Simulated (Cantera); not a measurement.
What does this Cantera script print?

```python
import numpy as np
import cantera as ct

gas = ct.Solution("gri30.yaml")
gas.TPX = 723, 13332, {'CH4': 1, 'H2': 0.9, 'O2': 3.5, 'N2': 13.2}
flame = ct.FreeFlame(gas, width=0.16)
flame.set_refine_criteria(ratio=3, slope=0.08, curve=0.16)
flame.transport_model = "mixture-averaged"
flame.solve(loglevel=0, auto=True)
z, T = flame.grid, flame.T
thick = (T[-1] - T[0]) / np.gradient(T, z).max()
show = ['CH4', 'H2', 'O2', 'C2H6', 'HCN', 'H2O']
print(f"laminar burning velocity  {flame.velocity[0] * 100:.3f} cm/s")
print(f"burnt temperature         {T[-1]:.1f} K")
print(f"thermal thickness         {thick * 1e3:.4f} mm")
print(f"grid points               {len(z)}")
z0 = z[flame.heat_release_rate.argmax()]
print(f"{'z/mm':>9s}{'T/K':>9s}{'u/(m/s)':>9s}" + "".join(f"{s:>11s}" for s in show))
rows = []
for k in (-3, -2, -1.5, -1, -0.5, -0.25, 0, 0.25, 0.5, 1, 2, 4, 8):
    zz = z0 + k * thick
    rows.append([k * thick, np.interp(zz, z, T), np.interp(zz, z, flame.velocity),
                 *(np.interp(zz, z, flame.X[gas.species_index(s)]) for s in show)])
    print(f"{rows[-1][0] * 1e3:9.3f}{rows[-1][1]:9.1f}{rows[-1][2]:9.3f}" + "".join(f"{x:11.3e}" for x in rows[-1][3:]))
```

It prints:

```
laminar burning velocity  330.599 cm/s
burnt temperature         2151.5 K
thermal thickness         1.9678 mm
grid points               144
     z/mm      T/K  u/(m/s)        CH4         H2         O2       C2H6        HCN        H2O
   -5.903    723.0    3.306  5.377e-02  4.832e-02  1.882e-01  5.247e-08  1.205e-14  3.067e-06
   -3.936    723.5    3.307  5.376e-02  4.807e-02  1.882e-01  1.138e-06  4.893e-13  4.238e-05
   -2.952    725.4    3.315  5.371e-02  4.761e-02  1.882e-01  6.565e-06  7.411e-12  2.254e-04
   -1.968    740.4    3.381  5.323e-02  4.629e-02  1.877e-01  4.180e-05  2.265e-10  1.693e-03
   -0.984    872.8    3.991  4.704e-02  4.255e-02  1.800e-01  2.340e-04  1.055e-08  1.607e-02
   -0.492   1125.2    5.173  3.177e-02  3.858e-02  1.581e-01  2.884e-04  6.827e-08  4.548e-02
    0.000   1460.5    6.771  1.023e-02  3.066e-02  1.185e-01  3.733e-05  2.579e-07  8.874e-02
    0.492   1620.1    7.547  1.264e-03  1.984e-02  8.863e-02  3.447e-07  2.977e-07  1.167e-01
    0.984   1656.8    7.721  9.210e-05  1.366e-02  7.621e-02  1.086e-09  1.530e-07  1.261e-01
    1.968   1685.5    7.835  4.414e-07  1.127e-02  6.923e-02  3.123e-14  2.567e-08  1.284e-01
    3.936   1724.9    7.984  5.657e-11  1.140e-02  6.578e-02  8.440e-21  8.013e-10  1.278e-01
    7.871   1778.1    8.196  4.929e-15  1.093e-02  6.396e-02  3.587e-26  8.233e-12  1.297e-01
   15.742   1850.1    8.483  1.083e-18  9.597e-03  6.271e-02  1.355e-30  5.158e-14  1.338e-01
```

Model: GRI-Mech 3.0 (53 species, 325 reactions), integrated in Cantera. Burning velocities carry a grid error of a few per cent, more on coarse grids.
